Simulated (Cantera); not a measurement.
Input: 1 mol Nb, 0.026 mol H2O, 11 mol H2, held at 4.10 bar.

Equilibrium computed with Cantera from the NASA thermochemical tables; the gas is ideal and each condensed phase is pure. Candidate condensed phases: H2O, Nb, NbO, NbO2, Nb2O5; 12 gas species. Condensed phases not in the tables: N, O or C dissolved in the metal. The numbers say what is thermodynamically allowed, not how fast it happens.

x: gas mole fraction; n: condensed amount in mol.

```
T (°C)   x H2     x H    x H2O    x NbO  n Nb(s)  n Nb(l)
------  -----  ------  -------  -------  -------  -------
2350    0.977  0.0206  0.00226  2.67e-5    1.000        0
2375    0.975     ___  0.00225      ___    0.999        0
2400    0.973  0.0250  0.00223  3.80e-5    0.999        0
2425    0.970  0.0274  0.00222  4.51e-5    0.999        0
2450    0.968  0.0301  0.00220  5.32e-5    0.999        0
2475    0.965     ___  0.00218      ___    0.999        0
2500    0.962  0.0360  0.00216  7.27e-5        0    0.999
2525    0.958  0.0393  0.00213  8.39e-5        0    0.999
```

Q: Some entries are withheld; supply them.

A: 
- 2475, x H: 0.0329
- 2475, x NbO: 6.26e-5
- 2375, x H: 0.0227
- 2375, x NbO: 3.19e-5
